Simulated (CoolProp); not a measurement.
Ethanol along the isotherm 569.4 K: density (kg/m³) from the reference equation and from simpler models built on Tc = 514.7 K, pc = 6.268 MPa, ω = 0.644; each cubic takes its own stable root.

Model: reference Helmholtz-energy equation of state, Schroeder 2014, in CoolProp.

```tsv
p (MPa)	phase	reference
2.24	gas	23.40
4.48	gas	51.13
6.72	supercritical	86.40
8.95	supercritical	137.4
11.2	supercritical	220.0
13.4	supercritical	309.5
15.7	supercritical	369.2
17.9	supercritical	406.1
20.1	supercritical	433.0
22.4	supercritical	454.6
24.6	supercritical	471.2
26.9	supercritical	485.8
29.1	supercritical	497.7
31.3	supercritical	508.3
```

Q: How far does each simpler model (ideal gas, van der Waals, Soave-Redlich-Kwong, Peng-Robinson) lie from the reference over these 14 states: mean and median of the absolute difference, and the worst?

A: 
- ideal gas: mean 42.3 %, median 47.7 %, worst -58.6 % at 569.4 K and 15.7 MPa
- van der Waals: mean 21.4 %, median 26.2 %, worst +31.5 % at 569.4 K and 8.95 MPa
- Soave-Redlich-Kwong: mean 16.3 %, median 21.9 %, worst -24.5 % at 569.4 K and 15.7 MPa
- Peng-Robinson: mean 12.2 %, median 14.3 %, worst -18.4 % at 569.4 K and 15.7 MPa
